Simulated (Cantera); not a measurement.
A closed system holds: 1 mol PbO, 0.56 mol N₂, 0.23 mol O₂, equilibrated at 1175 K.

These are equilibrium values from Cantera (NASA tables, ideal gas, pure condensed phases), not measurements of a reactor. Candidate condensed phases: Pb, PbO, PbO₂, Pb₃O₄; 12 gas species. Rates play no part.

**Question.** What share of the Pb ends up in condensed phases as a function of P (Pa), at 10, 36, 130, 460, 1700, 6000, 22000, 77000, 280000, 1000000?

**Answer.** 
```tsv
P (Pa)	Pb condensed (%)	as
10	38.3	PbO(l)
36	89.7	PbO(l)
130	97.4	PbO(l)
460	99.3	PbO(l)
1700	99.8	PbO(l)
6000	99.9	PbO(l)
22000	100.0	PbO(l)
77000	100.0	PbO(l)
280000	100.0	PbO(l)
1000000	100.0	PbO(l)
```
